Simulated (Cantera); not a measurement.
A Cantera script and its output.

```python
import numpy as np
import cantera as ct

gas = ct.Solution("gri30.yaml")


def delay(T, t_max=10):
    gas.TPX = T, 100000, {'CH4': 1, 'C2H6': 0.045, 'C3H8': 0.035, 'O2': 2.62, 'N2': 9.85}
    reactor = ct.IdealGasConstPressureReactor(gas, clone=False)
    net = ct.ReactorNet([reactor])
    net.rtol, net.atol = 1e-8, 1e-16
    while net.time < t_max:
        t_old, T_old = net.time, reactor.T
        net.step()
        if reactor.T > T + 400:  # ignition: a rise of 400 K
            return t_old + (T + 400 - T_old) / (reactor.T - T_old) * (net.time - t_old)
    return np.nan


taus = []
for T in [1173, 1223, 1273, 1323, 1373, 1423, 1473]:
    taus.append(delay(T))
    print(f"T0 = {T:6g} K   tau = {taus[-1]:.4e} s")
```

Output:

```
T0 =   1173 K   tau = 1.5790e-02 s
T0 =   1223 K   tau = 7.3895e-03 s
T0 =   1273 K   tau = 3.5708e-03 s
T0 =   1323 K   tau = 1.8028e-03 s
T0 =   1373 K   tau = 9.5793e-04 s
T0 =   1423 K   tau = 5.3768e-04 s
T0 =   1473 K   tau = 3.1906e-04 s
```

Computed with Cantera and GRI-Mech 3.0 (53 species, 325 reactions).
